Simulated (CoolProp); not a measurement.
A simple Rankine cycle with water: condensing at 324.15 K, boiler at 10.7 MPa, turbine inlet 590.9 K, turbine efficiency 0.6, pump efficiency 0.8, no recuperator. Each further row changes one setting.

Model: reference Helmholtz-energy equation of state, Wagner 2002, in CoolProp.

```
case                             thermal efficiency (%)  net work (kJ/kg)  heat in (kJ/kg)  turbine exit temperature (K)  volume ratio over the turbine
-------------------------------  ----------------------  ----------------  ---------------  ----------------------------  -----------------------------
as stated                                          21.8               545             2500                         324.2                            [?]
turbine inlet 610.9 K                              22.1               577             2620                         324.2                            511
condensing temperature 316.15 K                     [?]               569             2530                         316.2                            818
boiler pressure 7.49 MPa                           21.4               570             2670                         324.2                            348
turbine efficiency 0.5                             18.1               [?]             2500                         324.2                            587
```

Task: Fill in the missing entries.

Result: 
- as stated, volume ratio over the turbine: 560
- condensing temperature 316.15 K, thermal efficiency (%): 22.5
- turbine efficiency 0.5, net work (kJ/kg): 452

The expansion ends wet for: as stated; turbine inlet 610.9 K; condensing temperature 316.15 K; boiler pressure 7.49 MPa; turbine efficiency 0.5.
